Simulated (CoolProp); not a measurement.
Values from CoolProp's reference Helmholtz-energy equation of state, Thol 2021.

Task: For chlorine, give the phase and the Z, cv (kJ/(kg K)), speed of sound (m/s), Joule-Thomson coefficient (K/MPa) at 288.2 K and 20 MPa; 347.5 K and 20 MPa.

Result: 
- 288.2 K and 20 MPa: liquid; Z 0.403, cv 0.489, speed of sound 959, Joule-Thomson coefficient -0.355
- 347.5 K and 20 MPa: liquid; Z 0.376, cv 0.477, speed of sound 755, Joule-Thomson coefficient -0.165
